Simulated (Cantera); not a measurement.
Cantera run:

```python
import numpy as np
import cantera as ct

gas_names = [...]  # 114 gases of nasa_gas.yaml made of C, Fe, H, O
cond_names = """
    C(gr) C6H6(L) C7H8(L) C8H18(L),n-octa Fe(a) Fe(c) Fe(d) Fe(L) FeC5O5(L) FeO(s) FeO(L) Fe(OH)2(s)
    Fe(OH)3(s) Fe2O3(s) Fe3O4(s) H2O(s) H2O(L)
""".split()


# ... load() reads the species with a 1 bar reference pressure and builds the phases ...
atoms = {
    'Fe3O4': {'Fe': 3, 'O': 4},
    'CH4': {'C': 1, 'H': 4},
    'CO': {'C': 1, 'O': 1},
}
top_T = {'C(gr)': 4500, 'Fe2O3(s)': 1830, 'Fe3O4(s)': 1870}  # K; cautious upper limits of use, not melting points


# ... equilibrate(T, P, feed) seeds the gas with the atoms and calls Mixture.equilibrate('TP', solver="vcs", rtol=1e-11, max_steps=5000) ...
results = []
feed = {'Fe3O4': 1, 'CH4': 3.4, 'CO': 1.3}  # mol
T = 1850  # K
P = 10000  # Pa
mix = equilibrate(T, P, feed)
results.append((T, P, feed, dict(zip(mix.species_names, mix.species_moles))))
x = sorted(zip(gas.X, gas.species_names), reverse=True)
print(f"T = {T:g} K  P = {P:g} Pa  gas = {mix.phase_moles(0):.4g} mol")
print("   x: " + "  ".join(f"{s} {v:.3e}" for v, s in x if v > 1e-06))
print("   condensed (mol): " + ("  ".join(f"{mix.phase(i).name} {mix.phase_moles(i):.4g}"
      for i in range(1, mix.n_phases) if mix.phase_moles(i) > 1e-12) or "none"))
```

It prints:

```
T = 1850 K  P = 10000 Pa  gas = 11.51 mol
   x: H2 5.459e-01  CO 4.002e-01  H2O 4.406e-02  CO2 8.041e-03  H 1.259e-03  Fe 5.853e-04  OH 7.505e-06  Fe(OH)2 1.474e-06
   condensed (mol): Fe(L) 2.993
```

Cantera equilibrium calculation (NASA polynomials, part measured and part estimated; ideal gas, pure solids and liquids).
